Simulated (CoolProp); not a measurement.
The numbers come from the reference Helmholtz-energy equation of state, Lemmon 2006 in CoolProp. It is a short technical equation, of lower accuracy than the large ones.

**Question.** Give the vapour pressure (bar), vapour density (kg/m³), enthalpy of vaporisation (kJ/kg), surface tension (mN/m) of saturated CH3F (R41) at -64.85, -54.95, -45.05 °C.

**Answer.** 
```tsv
T (°C)	p (bar)	vapour density (kg/m³)	enthalpy of vaporisation (kJ/kg)	surface tension (mN/m)
-64.85	2.02	4.25	468	13.4
-54.95	3.16	6.49	453	11.9
-45.05	4.74	9.56	436	10.4
```

Surface tension comes from a separate correlation (Mulero 2012).
